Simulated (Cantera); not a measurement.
What does this Cantera script print?

```python
import numpy as np
import cantera as ct

gas_names = """
    CL CL2 H HCL H2 Si SiCL SiCL2 SiCL3 SiCL4 SiH SiHCL3 SiH2 SiH2CL2 SiH3 SiH3CL SiH4 Si2 Si3
""".split()
cond_names = """
    Si(cr) Si(L)
""".split()


# ... load() reads the species with a 1 bar reference pressure and builds the phases ...
atoms = {
    'SiCl4': {'Si': 1, 'CL': 4},
    'H2': {'H': 2},
}
top_T = {}  # K; cautious upper limits of use, not melting points


# ... equilibrate(T, P, feed) seeds the gas with the atoms and calls Mixture.equilibrate('TP', solver="vcs", rtol=1e-11, max_steps=5000) ...
results = []
feed = {'SiCl4': 1, 'H2': 7.2}  # mol
P = 56000  # Pa
for T in [823, 873, 923, 973, 1023, 1073, 1123, 1173, 1223, 1273, 1323, 1373]:
    mix = equilibrate(T, P, feed)
    results.append((T, P, feed, dict(zip(mix.species_names, mix.species_moles))))
    x = sorted(zip(gas.X, gas.species_names), reverse=True)
    print(f"T = {T:g} K  P = {P:g} Pa  gas = {mix.phase_moles(0):.4g} mol")
    print("   x: " + "  ".join(f"{s} {v:.3e}" for v, s in x if v > 0.001))
    print("   condensed (mol): " + ("  ".join(f"{mix.phase(i).name} {mix.phase_moles(i):.4g}"
          for i in range(1, mix.n_phases) if mix.phase_moles(i) > 1e-12) or "none"))
```

Result:

```
T = 823 K  P = 56000 Pa  gas = 8.2 mol
   x: H2 8.672e-01  SiCL4 1.112e-01  HCL 1.088e-02  SiHCL3 1.069e-02
   condensed (mol): none
T = 873 K  P = 56000 Pa  gas = 8.2 mol
   x: H2 8.637e-01  SiCL4 1.078e-01  HCL 1.432e-02  SiHCL3 1.393e-02
   condensed (mol): none
T = 923 K  P = 56000 Pa  gas = 8.201 mol
   x: H2 8.598e-01  SiCL4 1.040e-01  HCL 1.823e-02  SiHCL3 1.748e-02
   condensed (mol): none
T = 973 K  P = 56000 Pa  gas = 8.202 mol
   x: H2 8.555e-01  SiCL4 9.982e-02  HCL 2.262e-02  SiHCL3 2.122e-02
   condensed (mol): none
T = 1023 K  P = 56000 Pa  gas = 8.205 mol
   x: H2 8.506e-01  SiCL4 9.525e-02  HCL 2.752e-02  SiHCL3 2.491e-02
   condensed (mol): none
T = 1073 K  P = 56000 Pa  gas = 8.211 mol
   x: H2 8.451e-01  SiCL4 9.026e-02  HCL 3.309e-02  SiHCL3 2.825e-02  SiCL3 1.711e-03  SiH2CL2 1.032e-03
   condensed (mol): none
T = 1123 K  P = 56000 Pa  gas = 8.225 mol
   x: H2 8.388e-01  SiCL4 8.479e-02  HCL 3.967e-02  SiHCL3 3.074e-02  SiCL3 3.182e-03  SiCL2 1.484e-03  SiH2CL2 1.365e-03
   condensed (mol): none
T = 1173 K  P = 56000 Pa  gas = 8.252 mol
   x: H2 8.310e-01  SiCL4 7.866e-02  HCL 4.785e-02  SiHCL3 3.184e-02  SiCL3 5.381e-03  SiCL2 3.629e-03  SiH2CL2 1.650e-03
   condensed (mol): none
T = 1223 K  P = 56000 Pa  gas = 8.297 mol
   x: H2 8.212e-01  SiCL4 7.167e-02  HCL 5.831e-02  SiHCL3 3.115e-02  SiCL3 8.265e-03  SiCL2 7.598e-03  SiH2CL2 1.805e-03
   condensed (mol): none
T = 1273 K  P = 56000 Pa  gas = 8.364 mol
   x: H2 8.089e-01  HCL 7.157e-02  SiCL4 6.364e-02  SiHCL3 2.875e-02  SiCL2 1.378e-02  SiCL3 1.157e-02  SiH2CL2 1.797e-03
   condensed (mol): none
T = 1323 K  P = 56000 Pa  gas = 8.45 mol
   x: H2 7.940e-01  HCL 8.762e-02  SiCL4 5.457e-02  SiHCL3 2.509e-02  SiCL2 2.214e-02  SiCL3 1.486e-02  SiH2CL2 1.652e-03
   condensed (mol): none
T = 1373 K  P = 56000 Pa  gas = 8.551 mol
   x: H2 7.772e-01  HCL 1.058e-01  SiCL4 4.480e-02  SiCL2 3.222e-02  SiHCL3 2.081e-02  SiCL3 1.767e-02  SiH2CL2 1.430e-03
   condensed (mol): none
```

Method: chemical equilibrium by Gibbs-energy minimisation in Cantera with the NASA 1993 tables (ideal gas, pure condensed phases). The tables' values for SiCl3 are old estimates; treat these amounts as uncertain.
